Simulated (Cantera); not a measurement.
A closed system holds: 1 mol AlCl₃, 110 mol NH₃, 130 mol H₂, equilibrated at 10.0 Torr.

Cantera equilibrium calculation (NASA polynomials, part measured and part estimated; ideal gas, pure solids and liquids). Candidate condensed phases: Al, AlCl₃, AlN, NH₄Cl; 20 gas species. The tables' values for AlCl₂ are old estimates; treat these amounts as uncertain. Equilibrium is a limit: real reactors are often held back by kinetics, nucleation or transport. All values below are at 1250 °C.

Base state: H₂ 0.836, N₂ 0.156, HCl 0.00689, AlCl 0.00146, H 0.000183, AlCl₂ 6.44e-5, AlCl₃ 2.03e-5 (mole fractions); condensed: AlN(s).

Problem. What changes in the equilibrium state with this change: NH₃ from 110 to 16 mol?

Solution. 
```csv
species,before,after
H₂,0.836,0.934
N₂,0.156,0.0483
HCl,0.00689,0.0126
AlCl,0.00146,0.00451
AlCl₃,2.03e-5,0.000187
AlCl₂,6.44e-5,0.000344
H,0.000183,0.000193
"AlN(s), mol",0.458,0.174
```
